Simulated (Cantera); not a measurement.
A jet of CH4 : O2 : N2 = 0.011 : 0.19 : 0.79 (molar parts), equivalence ratio 0.12 at 300 K and 15.8 Torr hits a platinum plate 8.2 cm away at a mass flux of 0.035 kg/m²/s; the plate temperature is set and raised in steps from an oxygen-covered start.

Model: Deutschmann's 1995 Pt surface mechanism with GRI-Mech 3.0 gas chemistry, integrated in Cantera. Catalytic surfaces can have several steady states; this one follows from the mechanism file's or the stated starting coverage.

x: mole fraction at the wall; θ: surface coverage.

| plate T (K) | wall x CH4 | wall x O2 | wall x H2O | wall x OH | wall x CO | wall x CO2 | θ free Pt | θ O* |
|---|---|---|---|---|---|---|---|---|
| 900 | 0.00841 | 0.186 | 0.00502 | 2.69e-8 | 3.58e-6 | 0.00329 | 0.246 | 0.754 |
| 950 | (withheld) | 0.183 | (withheld) | (withheld) | (withheld) | (withheld) | (withheld) | (withheld) |
| 1000 | 0.00595 | 0.181 | 0.00954 | 2.53e-7 | 4.77e-6 | 0.00627 | 0.389 | 0.610 |
| 1050 | 0.00497 | 0.179 | 0.0113 | 6.27e-7 | 5.34e-6 | 0.00746 | 0.460 | 0.539 |
| 1100 | 0.00419 | 0.177 | 0.0127 | 1.40e-6 | 5.98e-6 | 0.00839 | 0.528 | 0.471 |
| 1150 | (withheld) | 0.176 | (withheld) | (withheld) | (withheld) | (withheld) | (withheld) | (withheld) |

### Question
Some entries are withheld; supply them.

### Answer

- 950, wall x CH4: 0.00713
- 950, wall x H2O: 0.00738
- 950, wall x OH: 8.97e-8
- 950, wall x CO: 4.20e-6
- 950, wall x CO2: 0.00484
- 950, θ free Pt: 0.317
- 950, θ O*: 0.682
- 1150, wall x CH4: 0.00359
- 1150, wall x H2O: 0.0138
- 1150, wall x OH: 2.84e-6
- 1150, wall x CO: 6.78e-6
- 1150, wall x CO2: 0.00910
- 1150, θ free Pt: 0.593
- 1150, θ O*: 0.407
